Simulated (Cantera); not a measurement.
## Counterflow diffusion flame

A counterflow diffusion flame at 2.50 bar, nozzles 20 mm apart: fuel side C3H8 : N2 = 1 : 0.89 (molar parts) at 300 K, oxidiser side O2 : N2 = 0.22 : 0.78 (molar parts) at 350 K, fuel mass flux 1.1 times the oxidiser's; mixture-averaged transport, no radiation.

Model: GRI-Mech 3.0 (53 species, 325 reactions), integrated in Cantera. GRI-Mech 3.0 was tuned for natural gas; its chemistry of propane as a main component is partial and can be far from experiment. GRI-Mech 3.0 has no aromatics or soot, which form on the fuel side of real flames. The maximum strain rate includes the flame's own expansion and is several times the mean.

| oxidiser flux (kg/m²/s) | max strain (1/s) | mean strain (1/s) | T max (K) | peak x OH | peak x H | peak x NO | peak x CO | peak x C2H2 |
|---|---|---|---|---|---|---|---|---|
| 0.62 | 147 | 21.8 | 2105 | 0.00515 | 0.00179 | 0.000265 | 0.0500 | 0.0345 |
| 0.97 | 222 | 34.1 | 2082 | 0.00531 | 0.00200 | 0.000249 | 0.0501 | 0.0323 |
| 1.5 | 333 | 52.8 | 2059 | 0.00543 | 0.00221 | 0.000231 | 0.0503 | 0.0300 |
| 2.4 | 517 | 84.4 | 2035 | 0.00554 | 0.00246 | 0.000209 | 0.0509 | 0.0276 |
| 3.7 | 772 | 130 | 2008 | 0.00554 | 0.00269 | 0.000183 | 0.0515 | 0.0251 |
| 5.8 | 1170 | 204 | 1975 | 0.00544 | 0.00289 | 0.000152 | 0.0524 | 0.0222 |
| 9 | 1750 | 317 | 1937 | 0.00518 | 0.00302 | 0.000115 | 0.0537 | 0.0191 |
x: mole fraction; the columns are a selection and need not sum to one.
